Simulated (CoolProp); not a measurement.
The numbers come from the reference Helmholtz-energy equation of state, Lemmon 2006 in CoolProp. It is a short technical equation, of lower accuracy than the large ones.

### Question
For CH3F (R41), give the phase and the density (kg/m³), cv (kJ/(kg K)), Joule-Thomson coefficient (K/MPa), isothermal compressibility (1/MPa) at 294.8 K and 7.38 MPa; 294.8 K and 13.5 MPa.

### Answer
- 294.8 K and 7.38 MPa: liquid; density 630, cv 1.22, Joule-Thomson coefficient 0.508, isothermal compressibility 0.0123
- 294.8 K and 13.5 MPa: liquid; density 668, cv 1.20, Joule-Thomson coefficient 0.206, isothermal compressibility 0.00733
